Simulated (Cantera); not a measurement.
Charge: 1 mol AlCl3, 15 mol N2O, 51 mol N2, at 75.0 Torr.

Cantera equilibrium calculation (NASA polynomials, part measured and part estimated; ideal gas, pure solids and liquids). Candidate condensed phases: Al, AlCl3, AlN, Al2O3; 24 gas species. Rates play no part. All values below are at 1073 K.

Base state: N2 0.889, O2 0.0909, Cl2 0.0200, Cl 0.000480, NO 4.62e-5 (mole fractions); condensed: Al2O3(s).

What changes in the equilibrium state with this change: pressure from 75.0 Torr to 7.50 Torr?


```tsv
species	before	after
N2	0.889	0.888
O2	0.0909	0.0908
Cl2	0.0200	0.0194
Cl	0.000480	0.00150
NO	4.62e-5	4.61e-5
Al2O3(s), mol	0.500	0.500
```
